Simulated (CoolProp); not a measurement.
Vapour pressure (MPa) of R125: the reference equation beside estimates from Tc = 339.2 K, pc = 3.618 MPa, ω = 0.305. Clausius-Clapeyron is anchored at 263.5 K with a constant enthalpy of vaporisation of 16.85 kJ/mol.

Computed with CoolProp (reference Helmholtz-energy equation of state, Lemmon 2005).

```tsv
T (K)	reference	Lee-Kesler	Clausius-Clapeyron	Redlich-Kwong	Soave-Redlich-Kwong	Peng-Robinson
233.4	0.1500	0.1498	0.1812	0.2734	0.1497	0.1497
238.4	0.1869	0.1870	0.2173	0.3275	?	0.1862
243.4	0.2304	0.2308	0.2588	0.3889	0.2307	0.2294
248.5	?	0.2833	0.3070	0.4596	0.2832	0.2810
253.5	0.3418	0.3430	0.3606	0.5373	0.3431	0.3400
258.5	0.4101	0.4118	0.4208	0.6238	0.4123	0.4080
263.5	0.4883	0.4905	0.4883	0.7196	0.4916	0.4859
268.6	0.5792	0.5817	0.5651	0.8275	0.5839	0.5766
273.6	0.6801	0.6828	0.6486	0.9436	0.6865	0.6775
278.6	0.7936	0.7964	0.7408	1.070	0.8020	0.7912
283.7	0.9235	0.9262	0.8443	?	0.9342	0.9215
288.7	1.066	1.068	0.9554	1.361	?	1.064
293.7	1.223	1.225	1.077	1.523	1.239	1.223
298.7	1.398	1.399	1.208	1.698	1.417	1.399
```

### Question
Fill in the missing entries.

### Answer

- 238.4, Soave-Redlich-Kwong: 0.1868
- 248.5, reference: 0.2824
- 283.7, Redlich-Kwong: 1.211
- 288.7, Soave-Redlich-Kwong: 1.079

Absolute difference from the reference over all 14 rows, mean and median: Lee-Kesler 0.3 and 0.3 %, Clausius-Clapeyron 8.9 and 8.6 %, Redlich-Kwong 47.6 and 45.1 %, Soave-Redlich-Kwong 0.7 and 0.7 %, Peng-Robinson 0.3 and 0.4 %.
